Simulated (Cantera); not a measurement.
Thermodynamics of chlorosilane synthesis and conversion, feed SiCl₄ + HCl + H₂ + Cl₂

Input: 1 mol SiCl₄, 1.5 mol HCl, a varied amount of H₂, 1.7 mol Cl₂, equilibrated at 1227 °C and 9000 Torr.

Method: chemical equilibrium by Gibbs-energy minimisation in Cantera with the NASA 1993 tables (ideal gas, pure condensed phases). Candidate condensed phases: Si; 19 gas species. The tables' values for SiCl₃ are old estimates; treat these amounts as uncertain. Rates play no part.

```csv
n(H₂) (mol),x HCl,x H₂,x Cl₂,x SiCl₄,x Cl,x SiHCl₃,x SiCl₃,x SiCl₂
0.25,0.447,3.69e-8,0.320,0.224,0.00953,1.91e-9,3.51e-6,1.75e-10
0.36,0.485,4.81e-8,0.288,0.218,0.00905,2.24e-9,3.61e-6,1.89e-10
0.52,0.536,6.92e-8,0.245,0.211,0.00834,2.82e-9,3.78e-6,2.15e-10
0.75,0.604,1.15e-7,0.188,0.201,0.00730,3.96e-9,4.12e-6,2.68e-10
1.1,0.696,2.60e-7,0.110,0.188,0.00560,7.27e-9,5.03e-6,4.26e-10
1.6,0.809,2.39e-6,0.0162,0.172,0.00214,5.27e-8,1.20e-5,2.66e-9
2.3,0.757,0.0892,3.79e-7,0.150,1.04e-5,0.00183,0.00215,9.84e-5
3.3,0.660,0.207,1.24e-7,0.126,5.94e-6,0.00408,0.00316,0.000252
4.9,0.548,0.342,5.19e-8,0.0989,3.84e-6,0.00638,0.00385,0.000475
7,0.450,0.461,2.60e-8,0.0759,2.72e-6,0.00805,0.00418,0.000730
10,0.360,0.570,1.34e-8,0.0556,1.95e-6,0.00911,0.00425,0.00103
```
x: gas mole fraction; nothing condenses.

From 0.25 mol H₂ to 10 mol H₂ nothing is condensed. The main Si-bearing gas is SiCl₄ throughout.
